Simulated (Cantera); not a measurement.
A Cantera script and what it prints.

```python
import numpy as np
import cantera as ct

gas_names = [...]  # 109 gases of nasa_gas.yaml made of C, Cl, H, Si
cond_names = """
    C(gr) C6H6(L) C7H8(L) C8H18(L),n-octa Si(cr) Si(L) SiC(b)
""".split()


# ... load() reads the species with a 1 bar reference pressure and builds the phases ...
atoms = {
    'CCl4': {'C': 1, 'CL': 4},
    'Si': {'Si': 1},
    'H2': {'H': 2},
}
top_T = {'C(gr)': 4500, 'SiC(b)': 3050}  # K; cautious upper limits of use, not melting points


# ... equilibrate(T, P, feed) seeds the gas with the atoms and calls Mixture.equilibrate('TP', solver="vcs", rtol=1e-11, max_steps=5000) ...
results = []
feed = {'CCl4': 1, 'Si': 0.025, 'H2': 4.8}  # mol
P = 45  # Pa
for T in [998, 1048, 1098, 1148, 1198, 1248, 1298, 1348, 1398, 1448, 1498]:
    mix = equilibrate(T, P, feed)
    results.append((T, P, feed, dict(zip(mix.species_names, mix.species_moles))))

top = {s: max(r[3][s] / sum(r[3][g] for g in gas_names) for r in results) for s in gas_names}
cols = sorted((s for s in top if top[s] > 0.001), key=lambda s: -top[s])[:9]
seen = [c for c in cond_names if any(r[3].get(c, 0) > 1e-12 for r in results)]
print("log10 of partial pressures in bar; condensed amounts in mol")
print(f"{'T/K':>10s}" + "".join(f"{s[:9]:>10s}" for s in cols + seen))
for T, P, feed, n in results:
    ng = sum(n[g] for g in gas_names)
    print(f"{T:10.4g}" + "".join(f"{np.log10(max(n[s] / ng * P / 1e5, 1e-99)):10.3f}" for s in cols)
          + "".join(f"{n.get(c, 0):10.4g}" for c in seen))
```

Result:

```
log10 of partial pressures in bar; condensed amounts in mol
       T/K       HCL        H2     SiCL4     SiCL2     C(gr)
       998    -3.587    -3.723    -5.785    -8.805    0.9999
      1048    -3.587    -3.723    -5.793    -8.068         1
      1098    -3.586    -3.723    -5.812    -7.413         1
      1148    -3.586    -3.724    -5.864    -6.851         1
      1198    -3.585    -3.725    -5.984    -6.411         1
      1248    -3.585    -3.726    -6.205    -6.119         1
      1298    -3.584    -3.727    -6.516    -5.957         1
      1348    -3.583    -3.728    -6.873    -5.877         1
      1398    -3.583    -3.728    -7.239    -5.837         1
      1448    -3.583    -3.728    -7.596    -5.817         1
      1498    -3.583    -3.728    -7.936    -5.805    0.9999
```

Cantera equilibrium calculation (NASA polynomials, part measured and part estimated; ideal gas, pure solids and liquids). The tables' values for SiCl3 are old estimates; treat these amounts as uncertain.
